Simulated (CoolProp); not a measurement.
Hydrogen sulfide along the isobar 4.7 bar: fugacity coefficient from the reference equation and from simpler models built on Tc = 373.1 K, pc = 89.99 bar, ω = 0.101; each cubic takes its own stable root.

Values from CoolProp's reference Helmholtz-energy equation of state, Lemmon 2006. It is a short technical equation, of lower accuracy than the large ones.

```csv
T (K),phase,reference,van der Waals,Redlich-Kwong,Soave-Redlich-Kwong
211.2,liquid,0.1954,0.9428,0.2050,0.1938
227.8,liquid,0.4215,0.9516,0.4568,0.4203
244.4,liquid,0.8024,0.9586,0.8824,0.8046
261.1,gas,0.9463,0.9644,0.9521,0.9511
277.7,gas,0.9559,0.9690,0.9595,0.9586
294.3,gas,0.9634,0.9729,0.9655,0.9647
310.9,gas,0.9692,0.9761,0.9703,0.9697
327.5,gas,0.9738,0.9789,0.9743,0.9739
344.2,gas,0.9776,0.9812,0.9777,0.9774
360.8,gas,0.9807,0.9832,0.9805,0.9804
377.4,gas,0.9833,0.9849,0.9828,0.9829
394,gas,0.9855,0.9864,0.9849,0.9850
410.6,gas,0.9873,0.9878,0.9866,0.9869
427.3,gas,0.9888,0.9889,0.9881,0.9885
443.9,gas,0.9902,0.9899,0.9894,0.9898
460.5,gas,0.9913,0.9908,0.9905,0.9910
```

At some of these states van der Waals gives the other phase, because its saturation line lies elsewhere.
